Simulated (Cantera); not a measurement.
Input: 1 mol SiHCl3, 0.26 mol NH3, 5.4 mol H2, at 1330 Pa.

These are equilibrium values from Cantera (NASA tables, ideal gas, pure condensed phases), not measurements of a reactor. Candidate condensed phases: NH4Cl, Si, Si3N4; 28 gas species. Mutual solubility and eutectic melting of coexisting phases are not modelled. The tables' values for SiCl3 are old estimates; treat these amounts as uncertain. Rates play no part. All values below are at 1250 K.

Base state: H2 0.776, HCl 0.124, SiCl2 0.0500, SiCl4 0.0288, SiCl3 0.0142, SiHCl3 0.00640, SiH2Cl2 0.000194 (mole fractions); condensed: Si(s) + Si3N4(s).

Question: What changes in the equilibrium state with this change: SiHCl3 replaced by SiCl4?

Answer: 
```csv
species,before,after
H2,0.776,0.693
HCl,0.124,0.197
SiCl4,0.0288,0.0542
SiCl2,0.0500,0.0335
SiCl3,0.0142,0.0159
N2,9.47e-6,8.11e-5
SiH2Cl2,0.000194,0.000116
SiHCl3,0.00640,0.00680
"Si(s), mol",0.0611,0
"Si3N4(s), mol",0.0650,0.0647
```
